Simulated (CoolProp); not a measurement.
A single-stage vapour-compression cycle with ammonia: evaporating at 215.15 K (dew point), condensing at 269.15 K (bubble point), superheat 10 K, subcooling 8 K, compressor efficiency 0.65, no pressure losses. Each further row changes one setting.

The numbers come from the reference Helmholtz-energy equation of state, Gao 2020 in CoolProp.

| case | cooling COP | pressure ratio | discharge temperature (K) | refrigerating effect (kJ/kg) | volumetric capacity (kJ/m³) |
|---|---|---|---|---|---|
| as stated | 1.99 | 14.8 | 509.5 | 1250 | 286 |
| evaporating temperature 220.15 K | 2.32 | 10.8 | 478.9 | 1260 | 387 |
| condensing temperature 264.15 K | 2.24 | 12.2 | 484.9 | 1280 | 292 |
| subcooling 13 K | 2.03 | 14.8 | 509.5 | 1280 | 292 |
| superheat 20 K | 1.94 | 14.8 | 528.7 | 1280 | 278 |
| compressor efficiency 0.55 | 1.68 | 14.8 | 554.7 | 1250 | 286 |
